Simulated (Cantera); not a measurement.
An adiabatic, constant-pressure homogeneous reactor starts with 20.4 % H2, 16.7 % O2, 62.9 % N2, equivalence ratio 0.61, at 1025 K and 590000 Pa.

Model: the H2/O2 subset of GRI-Mech 3.0, which has no nitrogen chemistry, integrated in Cantera. The hydrogen kinetics of GRI-Mech 3.0 are dated; newer H2 mechanisms differ, most at raised pressure.

x: mole fraction; the columns are a selection and need not sum to one.

```json
[
 {"t (s)": "3.00e-6", "T (K)": "1025", "x H2": "0.204", "x O2": "0.167", "x H2O": "3.24e-10", "x HO2": "[?]", "x H": "1.04e-10", "x O": "2.07e-11"},
 {"t (s)": "1.55e-5", "T (K)": "1025", "x H2": "0.204", "x O2": "0.167", "x H2O": "2.15e-9", "x HO2": "[?]", "x H": "1.09e-10", "x O": "2.18e-11"},
 {"t (s)": "8.04e-5", "T (K)": "1025", "x H2": "0.204", "x O2": "0.167", "x H2O": "1.30e-8", "x HO2": "[?]", "x H": "1.33e-10", "x O": "2.66e-11"},
 {"t (s)": "0.000416", "T (K)": "1025", "x H2": "0.204", "x O2": "0.167", "x H2O": "1.34e-7", "x HO2": "[?]", "x H": "3.27e-10", "x O": "6.57e-11"},
 {"t (s)": "0.00215", "T (K)": "1025", "x H2": "0.204", "x O2": "0.167", "x H2O": "1.32e-5", "x HO2": "[?]", "x H": "8.73e-9", "x O": "1.75e-9"},
 {"t (s)": "0.0111", "T (K)": "2434", "x H2": "0.00147", "x O2": "0.0706", "x H2O": "0.221", "x HO2": "1.22e-5", "x H": "0.000297", "x O": "0.00114"},
 {"t (s)": "0.0577", "T (K)": "2434", "x H2": "0.00147", "x O2": "0.0706", "x H2O": "0.221", "x HO2": "1.22e-5", "x H": "0.000297", "x O": "0.00114"},
 {"t (s)": "0.299", "T (K)": "2434", "x H2": "0.00147", "x O2": "0.0706", "x H2O": "0.221", "x HO2": "1.22e-5", "x H": "0.000297", "x O": "0.00114"},
 {"t (s)": "1.55", "T (K)": "2434", "x H2": "0.00147", "x O2": "0.0706", "x H2O": "0.221", "x HO2": "1.22e-5", "x H": "0.000297", "x O": "0.00114"},
 {"t (s)": "8.00", "T (K)": "2434", "x H2": "0.00147", "x O2": "0.0706", "x H2O": "0.221", "x HO2": "1.22e-5", "x H": "0.000297", "x O": "0.00114"}
]
```

Problem. Fill in the missing entries.

Solution. 
- 3.00e-6, x HO2: 1.91e-9
- 1.55e-5, x HO2: 1.09e-8
- 8.04e-5, x HO2: 5.87e-8
- 0.000416, x HO2: 3.68e-7
- 0.00215, x HO2: 8.62e-6
